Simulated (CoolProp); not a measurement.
Model: reference Helmholtz-energy equation of state, Gao 2016, in CoolProp.

Question: For sulfur dioxide, give the phase and the density (kg/m³), cv (kJ/(kg K)), isothermal compressibility (1/MPa), fugacity coefficient at 251.85 °C and 9.68 MPa.

Answer: 
- 251.85 °C and 9.68 MPa: supercritical; density 183, cv 0.682, isothermal compressibility 0.134, fugacity coefficient 0.805
